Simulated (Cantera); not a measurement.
Gas mixture: 18.4 % CH4, 81.6 % CO2, at 2.63 Torr, frozen composition.

Cantera's kinetic-theory transport with the Lennard-Jones parameters of GRI-Mech 3.0, ideal gas; thermal conductivity in the mixture-averaged form.

D: mixture-averaged diffusion coefficient of that species in the mixture.

| T (K) | ρ (kg/m³) | cp (J/kg/K) | μ (µPa s) | λ (mW/m/K) | Pr | D (cm²/s) NH3 | D (cm²/s) H | D (cm²/s) O |
|---|---|---|---|---|---|---|---|---|
| 400 | 0.00409 | 1059 | 19.3 | 28.9 | 0.704 | 85.5 | 497 | 129 |
| 500 | 0.00327 | 1157 | 23.3 | 38.3 | 0.705 | 132 | 743 | 190 |
| 600 | 0.00273 | 1244 | ? | ? | 0.706 | ? | ? | ? |
| 700 | 0.00234 | 1319 | 30.5 | 56.9 | 0.707 | 248 | 1340 | 339 |
| 800 | 0.00204 | 1383 | ? | ? | 0.707 | ? | ? | ? |
| 900 | 0.00182 | 1439 | 36.7 | 74.6 | 0.708 | 392 | 2070 | 520 |
| 1000 | 0.00164 | 1489 | 39.6 | 83.1 | 0.709 | 473 | 2470 | 620 |

Task: What belongs in the gaps?

Result: 
- 600, μ (µPa s): 27.0
- 600, λ (mW/m/K): 47.6
- 600, D (cm²/s) NH3: 186
- 600, D (cm²/s) H: 1030
- 600, D (cm²/s) O: 261
- 800, μ (µPa s): 33.7
- 800, λ (mW/m/K): 65.9
- 800, D (cm²/s) NH3: 317
- 800, D (cm²/s) H: 1690
- 800, D (cm²/s) O: 426
